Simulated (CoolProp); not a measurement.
Dry air at 343.09 K and 2.01 MPa is throttled through a valve to 0.61 MPa with no heat exchange. Each further row changes one setting.

Model: reference Helmholtz-energy equation of state, Lemmon 2000, in CoolProp. It is a pseudo-pure fit of the blend.

| case | temperature change (K) | final density (kg/m³) |
|---|---|---|
| as stated | -2.2 | 6.24 |
| outlet pressure 0.183 MPa | -3.0 | 1.87 |
| outlet pressure 0.793 MPa | -1.9 | 8.10 |
